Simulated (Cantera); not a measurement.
Cantera with NASA thermochemical tables; ideal gases at 1 bar, condensed phases pure. Values are per mole of reaction as written; species without (g) are pure solids or liquids, kept so even where they would boil at 1 bar.

CO(g) + Al2O(g) ⇌ CO2(g) + 2 Al, with ΔH° = -137.8 kJ and ΔS° = -179.6 J/K at 300 K.

Problem. How far is the shortcut ΔG° ≈ ΔH°(300 K) − T·ΔS°(300 K) from the full temperature-dependent value at 623, 723, 823, 923, 1023 K?

Solution. 
```tsv
T (K)	shortcut (kJ)	full (kJ)	difference (kJ)	difference in log10 K	condensed phases
623	-25.9	-27.0	1.1	-0.09	Al(s)
723	-8.0	-9.9	1.9	-0.14	Al(s)
823	10.0	7.0	3.0	-0.19	Al(s)
923	28.0	23.6	4.4	-0.25	Al(s)
1023	45.9	37.9	8.1	-0.41	Al(l)
```
The shortcut ignores heat capacities and the phase changes listed.
